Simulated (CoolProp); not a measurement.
Computed with CoolProp (reference Helmholtz-energy equation of state, Smukala 2000).

Question: For ethylene, give the phase and the density (kg/m³), cp (kJ/(kg K)), isothermal compressibility (1/MPa), expansivity (1/kK) at 402.3 K and 207 bar.

Answer: 
- 402.3 K and 207 bar: supercritical; density 229, cp 2.97, isothermal compressibility 0.0409, expansivity 5.38
